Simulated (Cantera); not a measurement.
A Cantera script and what it prints.

```python
import numpy as np
import cantera as ct

gas_names = """
    C CH CH2 CH3 CH2OH CH3O CH4 CH3OH CN CO CO2 COOH C2 C2H CHCO,ketyl C2H2,acetylene C2H2,vinylidene
    CH2CO,ketene C2H3,vinyl CH3CN CH3CO,acetyl C2H4 C2H4O,ethylen CH3CHO,ethanal CH3COOH (HCOOH)2 C2H5
    C2H6 CH3OCH3 C2H5OH CCN CNC C2N2 C2O C3 C3H3,propargyl C3H4,allene C3H4,propyne C3H4,cyclo-
    C3H5,allyl C3H6,propylene C3H6,cyclo- C3H6O C3H7,n-propyl C3H7,i-propyl C3H8 C3H8O,1propanol
    C3H8O,2propanol C3O2 C4 C4H2 C4H4,1,3-cyclo- C4H6,butadiene C4H6,2-butyne C4H6,cyclo- C4H8,1-butene
    C4H8,cis2-buten C4H8,tr2-butene C4H8,isobutene C4H8,cyclo- (CH3COOH)2 C4H9,n-butyl C4H9,i-butyl
    C4H9,s-butyl C4H9,t-butyl C4H10,isobutane C4H10,n-butane C4N2 C5 C5H6,1,3cyclo- C5H8,cyclo-
    C5H10,1-pentene C5H10,cyclo- C5H11,pentyl C5H11,t-pentyl C5H12,n-pentane C5H12,i-pentane
    CH3C(CH3)2CH3 C6H2 C6H5,phenyl C6H5O,phenoxy C6H6 C6H5OH,phenol C6H10,cyclo- C6H12,1-hexene
    C6H12,cyclo- C6H13,n-hexyl C7H7,benzyl C7H8 C7H8O,cresol C7H14,1-heptene C7H15,n-heptyl
    C7H16,n-heptane C8H8,styrene C8H10,ethylbenz C8H16,1-octene C8H17,n-octyl C8H18,isooctane
    C8H18,n-octane C9H19,n-nonyl C10H8,naphthale C10H21,n-decyl C12H9,o-bipheny C12H10,bipheny H HCN HCO
    HCCN HNC HNCO HNO HNO2 HNO3 HO2 H2 HCHO,formaldehy HCOOH H2O H2O2 N NCO NH NH2 NH3 NH2OH NO NO2 NO3
    N2 N2H2 N2H4 N2O O OH O2 O3
""".split()
cond_names = """
    C(gr) C6H6(L) C7H8(L) C8H18(L),n-octa H2O(s) H2O(L)
""".split()


def load(file, names, dense=False):
    # The tables refer to 1 bar. Condensed volumes are neglected.
    table = {s.name: s for s in ct.Species.list_from_file(file)}
    out = []
    for n in names:
        d = dict(table[n].input_data)
        d["thermo"] = dict(d["thermo"], **{"reference-pressure": 1e5})
        if dense:
            d["equation-of-state"] = {"model": "constant-volume", "density": "1e6 g/cm^3"}
        out.append(ct.Species.from_dict(d))
    return out


gas = ct.Solution(thermo="ideal-gas", species=load("nasa_gas.yaml", gas_names))
cond = {s.name: ct.Solution(thermo="fixed-stoichiometry", species=[s], name=s.name)
        for s in load("nasa_condensed.yaml", cond_names, dense=True)}
atoms = {
    'C2H6': {'C': 2, 'H': 6},
    'NH3': {'N': 1, 'H': 3},
    'H2O': {'H': 2, 'O': 1},
}
top_T = {'C(gr)': 4500}  # K; cautious upper limits of use, not melting points


def equilibrate(T, P, feed):
    n = {}
    for name, mol in feed.items():
        for a, k in atoms[name].items():
            n[a] = n.get(a, 0.0) + k * mol
    gas.TPX = T, P, n
    mass = sum(n.values()) * gas.mean_molecular_weight
    gas.equilibrate("TP")
    valid = [c for c in cond.values() if c.min_temp <= T <= top_T.get(c.name, c.max_temp)]
    mix = ct.Mixture([(gas, mass / gas.mean_molecular_weight)] + [(c, 0.0) for c in valid])
    mix.T, mix.P = T, P
    mix.equilibrate("TP", solver="vcs", rtol=1e-11, max_steps=5000)
    return mix


results = []
feed = {'C2H6': 1, 'NH3': 0.85, 'H2O': 0.55}  # mol
P = 100000  # Pa
for T in [598, 798, 998, 1198, 1398, 1598, 1798, 1998, 2198, 2398, 2598, 2798, 2998]:
    mix = equilibrate(T, P, feed)
    results.append((T, P, feed, dict(zip(mix.species_names, mix.species_moles))))

top = {s: max(r[3][s] / sum(r[3][g] for g in gas_names) for r in results) for s in gas_names}
cols = sorted((s for s in top if top[s] > 0.001), key=lambda s: -top[s])[:6]
seen = [c for c in cond_names if any(r[3].get(c, 0) > 1e-12 for r in results)]
print("log10 of partial pressures in bar; condensed amounts in mol")
print(f"{'T/K':>10s}" + "".join(f"{s[:9]:>10s}" for s in cols + seen))
for T, P, feed, n in results:
    ng = sum(n[g] for g in gas_names)
    print(f"{T:10.4g}" + "".join(f"{np.log10(max(n[s] / ng * P / 1e5, 1e-99)):10.3f}" for s in cols)
          + "".join(f"{n.get(c, 0):10.4g}" for c in seen))
```

Output:

```
log10 of partial pressures in bar; condensed amounts in mol
       T/K        H2       CH4       H2O        N2         H        CO     C(gr)
       598    -1.025    -0.215    -0.788    -0.886   -16.912    -4.274         0
       798    -0.331    -0.518    -0.970    -0.984   -11.740    -2.031    0.6862
       998    -0.117    -1.244    -1.640    -1.101    -8.726    -1.134     1.285
      1198    -0.087    -1.968    -2.691    -1.130    -6.764    -1.028     1.401
      1398    -0.082    -2.523    -3.527    -1.134    -5.366    -1.023     1.434
      1598    -0.081    -2.945    -4.157    -1.136    -4.314    -1.023     1.441
      1798    -0.081    -3.273    -4.645    -1.139    -3.494    -1.023     1.436
      1998    -0.082    -3.534    -5.033    -1.147    -2.836    -1.023     1.419
      2198    -0.086    -3.750    -5.351    -1.160    -2.297    -1.024      1.38
      2398    -0.094    -3.936    -5.619    -1.181    -1.849    -1.026     1.303
      2598    -0.109    -4.109    -5.855    -1.215    -1.474    -1.030     1.168
      2798    -0.138    -4.284    -6.075    -1.262    -1.159    -1.038    0.9535
      2998    -0.186    -4.479    -6.293    -1.325    -0.897    -1.052    0.6341
```

Method: chemical equilibrium by Gibbs-energy minimisation in Cantera with the NASA 1993 tables (ideal gas, pure condensed phases).
